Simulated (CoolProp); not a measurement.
Vapour-liquid equilibrium of hydrogen chloride (1) + propane (2) at 224.9 K; x and y are mole fractions of (1).

Values from CoolProp's multi-fluid Helmholtz-energy mixture model, Thol 2018 and Lemmon 2009; pair parameters Bell 2016.

```csv
x,bubble pressure (kPa),y at the bubble point,dew pressure at overall composition x (kPa),liquid density (mol/L)
0.05,143.2,[?],80.60,[?]
0.2,297.9,0.771,95.28,15.00
0.35,391.5,0.842,116.4,16.53
0.5,445.3,0.873,[?],18.40
0.65,481.2,[?],206.9,20.78
0.8,[?],0.924,331.5,23.88
0.95,551.4,[?],536.9,[?]
```

Question: Complete the blanks.

Answer: 
- 0.05, y at the bubble point: 0.478
- 0.05, liquid density (mol/L): 13.72
- 0.5, dew pressure at overall composition x (kPa): 149.1
- 0.65, y at the bubble point: 0.896
- 0.8, bubble pressure (kPa): 514.4
- 0.95, y at the bubble point: 0.973
- 0.95, liquid density (mol/L): 28.10

No azeotrope shows between x = 0.05 and 0.95.

Pair parameters are fitted to limited data, so mixtures are less certain than the pure fluids. With so large a gap from Raoult's law the liquid may split in two, which this calculation doesn't test in full.
